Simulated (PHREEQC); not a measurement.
Make-up at 80 °C: 2 mmol/kgw Cu(NO3)2. Closed to the air; pH follows from the charge balance.

Equilibrium calculation in PHREEQC: ion-association model, wateq4f.dat.

```
Quantity                 Result
--------------  ---------------
pH                         4.55
ionic strength  0.00598 mol/kgw
```

```csv
species,molality,activity,log γ
NO3-,0.00400,0.00364,-0.041
Cu+2,0.00197,0.00138,-0.153
H+,3.08e-5,2.84e-5,-0.036
Cu2(OH)2+2,1.51e-5,1.05e-5,-0.160
CuOH+,5.35e-7,4.88e-7,-0.040
Cu(OH)2,3.58e-8,3.59e-8,0.001
OH-,9.44e-9,8.60e-9,-0.040
```

Precipitation was switched off in this run. The solution is supersaturated, for example in Tenorite (slow to form), so a real one may precipitate; this is no full list. Away from 25 °C the constants follow the database's enthalpies or fits; those with neither stay at their 25 °C values.
